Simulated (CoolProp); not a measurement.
n-hexane at 385.37 K and 5.37 MPa flows at 2.9 m/s in a round tube of 10 mm bore and 45 µm roughness, fully developed (64/Re and Nu = 3.66 if laminar; Colebrook and Gnielinski if turbulent). Each further row changes one setting.

Values from CoolProp's reference Helmholtz-energy equation of state, Thol 2019.

| case | Reynolds number | Darcy friction factor | pressure drop (Pa/m) | heat-transfer coefficient (W/(m² K)) | mass flow (kg/h) |
|---|---|---|---|---|---|
| as stated | 110000 | ___ | 7390 | 7630 | 475 |
| velocity 5.8 m/s | 220000 | 0.0299 | ___ | ___ | 950 |
| diameter 20 mm | 220000 | 0.0249 | 3040 | 6640 | ___ |

**Question.** What belongs in the gaps?

**Answer.** 
- as stated, Darcy friction factor: 0.0303
- velocity 5.8 m/s, pressure drop (Pa/m): 29100
- velocity 5.8 m/s, heat-transfer coefficient (W/(m² K)): 15200
- diameter 20 mm, mass flow (kg/h): 1900

Viscosity comes from a separate model (Michailidou 2013). Thermal conductivity comes from a separate model (Assael 2013).
